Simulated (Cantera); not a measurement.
# Equilibrium for iron carbonyl, mercury and lead vapours: Pb + O2 + H2

A closed system holds: 1 mol Pb, 0.84 mol O2, 59 mol H2, at 0.390 bar.

These are equilibrium values from Cantera (NASA tables, ideal gas, pure condensed phases), not measurements of a reactor. Candidate condensed phases: H2O, Pb, PbO, PbO2, Pb3O4; 12 gas species. Kinetics and transport are ignored.

From 502 °C to 1002 °C the condensed part is Pb(l). From 1102 °C to 1302 °C nothing is condensed. The main Pb-bearing gas is Pb throughout.

| T (°C) | x H2 | x H2O | x Pb | x H | x Pb2 | n Pb(l) |
|---|---|---|---|---|---|---|
| 502 | 0.972 | 0.0285 | 6.38e-8 | 1.57e-12 | <1e-12 | 1.000 |
| 602 | 0.972 | 0.0285 | 1.73e-6 | 7.92e-11 | <1e-12 | 1.000 |
| 702 | 0.972 | 0.0285 | 2.35e-5 | 1.81e-9 | 5.04e-11 | 0.999 |
| 802 | 0.971 | 0.0285 | 0.000195 | 2.32e-8 | 1.73e-9 | 0.989 |
| 902 | 0.970 | 0.0284 | 0.00112 | 1.93e-7 | 3.21e-8 | 0.934 |
| 1002 | 0.967 | 0.0283 | 0.00484 | 1.16e-6 | 3.70e-7 | 0.713 |
| 1102 | 0.955 | 0.0280 | 0.0167 | 5.36e-6 | 2.89e-6 | 0 |
| 1202 | 0.955 | 0.0280 | 0.0167 | 2.03e-5 | 2.01e-6 | 0 |
| 1302 | 0.955 | 0.0280 | 0.0167 | 6.50e-5 | 1.46e-6 | 0 |
x: gas mole fraction; n: condensed amount in mol.
